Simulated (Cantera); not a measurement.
Input: 1 mol CH3OH, 2.5 mol H2O, 24 mol N2, held at 2350 K and 1.00 bar.

These are equilibrium values from Cantera (NASA tables, ideal gas, pure condensed phases), not measurements of a reactor. Kinetics and transport are ignored.

```json
[
 {"species": "N2", "before": "0.812", "after": "0.803"},
 {"species": "H2O", "before": "0.0784", "after": "0.0722"},
 {"species": "H2", "before": "0.0718", "after": "0.0682"},
 {"species": "H", "before": "0.00334", "after": "0.0162"},
 {"species": "CO", "before": "0.0284", "after": "0.0290"},
 {"species": "O", "before": "1.98e-5", "after": "0.000676"},
 {"species": "O2", "before": "8.97e-6", "after": "0.000289"},
 {"species": "NO", "before": "0.000115", "after": "0.00123"},
 {"species": "OH", "before": "0.000629", "after": "0.00449"},
 {"species": "CO2", "before": "0.00539", "after": "0.00453"}
]
```
Gas species are given as mole fractions.

Name the change that produced these shifts.
A. temperature from 2350 K to 1075 K
B. temperature from 2350 K to 2723 K
C. pressure from 1.00 bar to 0.100 bar
D. temperature from 2350 K to 1925 K

B, temperature from 2350 K to 2723 K
